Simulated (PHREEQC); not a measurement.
Nickel, zinc or cadmium bath

Make-up at 34 °C: 0.034 mol NiSO4, 0.00036 mol KCl and 0.012 mol NiCl2 per kg of water. Closed to the air; pH follows from the charge balance.

Model: ion-association model, wateq4f.dat, run in PHREEQC.

Precipitation was switched off in this run.

Task: Predict the pH, ionic strength.

Result: pH 5.90; ionic strength 0.111 mol/kgw.

Task: In which forms is Ni present?

Result: Ni+2 66 %, NiSO4 32 %, NiCl+ 1.4 % of the Ni.

Complexes and solids missing from the database can't appear. In wateq4f.dat the enthalpy of Ni(OH)2 has the wrong sign, so its saturation index can't be trusted away from 25 °C.
